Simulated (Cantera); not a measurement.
Charge: 1 mol Si, 1.4 mol F2, 5.5 mol Cl2, held at 1423 K and 1.90 mbar.

Equilibrium computed with Cantera from the NASA thermochemical tables; the gas is ideal and each condensed phase is pure. Candidate condensed phases: Si; 17 gas species. The tables' values for SiCl3 are old estimates; treat these amounts as uncertain. Rates play no part.

Base state: Cl 0.484, Cl2 0.388, SiF4 0.0900, SiCl4 0.0385, SiCl3 1.37e-5 (mole fractions); condensed: gas only.

What changes in the equilibrium state with this change: 0.019 mol NH3 added?


```csv
species,before,after
Cl,0.484,0.481
Cl2,0.388,0.383
SiF4,0.0900,0.0895
HCl,0,0.00722
SiCl4,0.0385,0.0384
N2,0,0.00122
HF,0,7.23e-5
SiCl3,1.37e-5,1.38e-5
```
Further candidate phases: NH4Cl, Si3N4.

What changes in the equilibrium state with this change: temperature from 1423 K to 1225 K?


```json
[
 {"species": "Cl2", "before": "0.388", "after": "0.722"},
 {"species": "Cl", "before": "0.484", "after": "0.119"},
 {"species": "SiF4", "before": "0.0900", "after": "0.112"},
 {"species": "SiCl4", "before": "0.0385", "after": "0.0478"},
 {"species": "SiCl3", "before": "1.37e-5", "after": "3.24e-7"}
]
```
